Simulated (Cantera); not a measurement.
**Premixed flame**

A freely propagating, adiabatic, planar premixed flame of 17.9 % H2, 17.2 % O2, 64.9 % N2, equivalence ratio 0.52, unburnt at 550 K and 0.247 atm; mixture-averaged transport, grid criteria slope 0.08 and curve 0.16, no radiation.

Detailed kinetics in Cantera: the H2/O2 subset of GRI-Mech 3.0, which has no nitrogen chemistry. Burning velocities carry a grid error of a few per cent, more on coarse grids. Lean hydrogen flames are cellular in practice and burn faster than this planar one.

```tsv
z (mm)	T (K)	u (m/s)	x H2	x O2	x HO2	x O	x H2O	x H2O2
-7.47	550	3.09	0.179	0.172	<1e-8	<1e-8	<1e-8	<1e-8
-4.98	550	3.09	0.179	0.172	<1e-8	<1e-8	<1e-8	<1e-8
-3.74	550	3.09	0.179	0.172	<1e-8	<1e-8	<1e-8	<1e-8
-2.49	550	3.09	0.179	0.172	1.51e-6	1.00e-8	1.11e-6	<1e-8
-1.25	575	3.21	0.171	0.173	0.000113	1.23e-5	0.00172	4.96e-6
-0.623	748	4.09	0.140	0.169	6.96e-5	0.000283	0.0191	5.14e-6
0	1066	5.68	0.0707	0.141	3.56e-5	0.00443	0.0810	2.02e-6
0.623	1306	6.91	0.0220	0.105	2.16e-5	0.0112	0.142	2.11e-6
1.25	1431	7.53	0.0121	0.0945	1.63e-5	0.0126	0.160	1.40e-6
2.49	1558	8.15	0.00939	0.0914	1.23e-5	0.0108	0.169	7.52e-7
4.98	1674	8.69	0.00693	0.0901	8.87e-6	0.00774	0.177	3.87e-7
9.96	1764	9.10	0.00426	0.0898	5.72e-6	0.00464	0.184	2.11e-7
19.9	1826	9.38	0.00208	0.0901	3.13e-6	0.00223	0.189	1.19e-7
```
x: mole fraction of selected species; z is measured from the peak of heat release.

The laminar burning velocity comes out as 309 cm/s, the thermal thickness is 2.49 mm and the peak x(HO2) is 0.000113. The peak x(O) comes out as 0.0126 and the peak x(H2O2) comes out as 6.82e-6. The grid points comes out as 121.
